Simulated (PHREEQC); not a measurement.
Solution (20 °C): 1.35 mmol/kgw HF and 6.5 mmol/kgw CsF. Closed to the air; pH follows from the charge balance.

All values are PHREEQC results (ion-association model, wateq4f.dat), not measurements.

Precipitation was switched off in this run.

Estimate the pH, ionic strength.

pH 3.85; ionic strength 0.00665 mol/kgw.

In which forms is F present?

F- 84 %, HF 15 %, HF2- 0.7 % of the F.

Species that the database lacks are ignored.
